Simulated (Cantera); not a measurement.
Charge: 1 mol TiCl₄, 88 mol N₂, 24 mol H₂, 2 mol H₂O, at 13.3 mbar.

Equilibrium computed with Cantera from the NASA thermochemical tables; the gas is ideal and each condensed phase is pure. Candidate condensed phases: H₂O, NH₄Cl, Ti, TiCl₂, TiCl₃, TiCl₄, TiN, TiO, TiO₂, Ti₂O₃, Ti₃O₅, Ti₄O₇; 38 gas species. The numbers say what is thermodynamically allowed, not how fast it happens.

Q: At 1627 °C, list the 5 most abundant gas species with their mole fractions, and the condensed phases.

A: N₂ 0.757, H₂ 0.202, HCl 0.0340, H 0.00309, H₂O 0.00287. Condensed: Ti₃O₅(s).
